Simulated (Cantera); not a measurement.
# Equilibrium for oxide etching and cleaning by halides: Fe₂O₃ + HCl + N₂

Input: 1 mol Fe₂O₃, 13 mol HCl, 25 mol N₂, equilibrated at 5.40 Pa.

These are equilibrium values from Cantera (NASA tables, ideal gas, pure condensed phases), not measurements of a reactor. Candidate condensed phases: Fe, FeCl₂, FeCl₃, FeO, Fe(OH)₂, Fe(OH)₃, Fe₂O₃, Fe₃O₄, H₂O, NH₄Cl; 37 gas species. The numbers say what is thermodynamically allowed, not how fast it happens.

From 1725 K to 1875 K nothing is condensed. The main Fe-bearing gas is FeCl₂ throughout.

```csv
T (K),log p N₂,log p HCl,log p Cl,log p H₂O,log p FeCl₂,log p Fe,log p H₂,log p H
1725,-4.46,-5.01,-5.56,-5.43,-5.57,-7.19,-6.59,-7.03
1750,-4.47,-5.02,-5.52,-5.43,-5.58,-6.93,-6.49,-6.88
1775,-4.47,-5.03,-5.48,-5.44,-5.60,-6.69,-6.40,-6.74
1800,-4.47,-5.03,-5.44,-5.45,-5.63,-6.48,-6.32,-6.61
1825,-4.48,-5.04,-5.39,-5.47,-5.67,-6.29,-6.26,-6.49
1850,-4.48,-5.05,-5.34,-5.49,-5.73,-6.14,-6.21,-6.37
1875,-4.49,-5.06,-5.29,-5.51,-5.80,-6.01,-6.16,-6.26
```
log p: log10 of the partial pressure in bar; nothing condenses.
